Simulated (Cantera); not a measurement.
**Pyrogenic steam for wet oxidation**

A perfectly stirred reactor is fed with H2 : O2 : N2 = 1 : 1 : 3.1 (molar parts), at 750 Torr; it is held at 1298 K, and followed from long to short residence time.

Detailed kinetics in Cantera: the H2/O2 subset of GRI-Mech 3.0, which has no nitrogen chemistry. The temperature is held fixed by assumption; the heat of reaction is taken as removed at once.

| τ (s) | x H2 | x O2 | x H2O | x H | x O | x OH | x HO2 |
|---|---|---|---|---|---|---|---|
| 5.2 | 2.34e-5 | 0.109 | 0.217 | 1.63e-7 | 2.88e-6 | 8.63e-5 | 1.07e-6 |
| 1.2 | 6.29e-5 | 0.109 | 0.217 | 7.03e-7 | 7.87e-6 | 0.000138 | 2.79e-6 |
| 0.30 | 0.000160 | 0.109 | 0.217 | 2.82e-6 | 2.08e-5 | 0.000215 | 6.70e-6 |
| 0.071 | 0.000419 | 0.109 | 0.217 | 1.19e-5 | 5.81e-5 | 0.000344 | 1.56e-5 |
| 0.017 | 0.00106 | 0.109 | 0.216 | 4.98e-5 | 0.000160 | 0.000556 | 3.17e-5 |
| 0.0040 | 0.00259 | 0.109 | 0.214 | 0.000209 | 0.000435 | 0.000937 | 5.48e-5 |
| 0.00095 | 0.00600 | 0.110 | 0.209 | 0.000855 | 0.00111 | 0.00162 | 7.91e-5 |
| 0.00023 | 0.0132 | 0.113 | 0.199 | 0.00327 | 0.00263 | 0.00279 | 9.79e-5 |
x: mole fraction; the columns are a selection and need not sum to one.
